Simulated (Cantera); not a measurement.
A closed system holds: 1 mol Ni, 0.37 mol H₂S, 24 mol N₂, 15 mol NH₃, equilibrated at 56.0 Pa.

These are equilibrium values from Cantera (NASA tables, ideal gas, pure condensed phases), not measurements of a reactor. Candidate condensed phases: Ni, NiS, NiS₂, Ni₃S₂, Ni₃S₄, S; 17 gas species. Metal and sulfide melt together well below either melting point, which pure phases cannot show. Mutual solubility and eutectic melting of coexisting phases are not modelled. Gases not in the tables: S₃ to S₇. Rates play no part.

Task: Which condensed phases are stable at each of these points (T (K)): 1073, 1173, 1273, 1373, 1473, 1573, 1673, 1773, 1873, 1973?

Result: 
```
T (K)  condensed phases  Ni condensed (%)
-----  ----------------  ----------------
1073   Ni(s) + Ni₃S₂(l)             100.0
1173   Ni(s) + Ni₃S₂(l)             100.0
1273   Ni(s) + Ni₃S₂(l)             100.0
1373              Ni(s)             100.0
1473              Ni(s)              99.7
1573              Ni(s)              97.3
1673              Ni(s)              82.5
1773              Ni(l)               9.3
1873           gas only               0.0
1973           gas only               0.0
```

From 1073 K to 1273 K the condensed part is Ni(s) + Ni₃S₂(l). From 1373 K to 1673 K the condensed part is Ni(s). At 1773 K the condensed part is Ni(l). From 1873 K to 1973 K nothing is condensed.
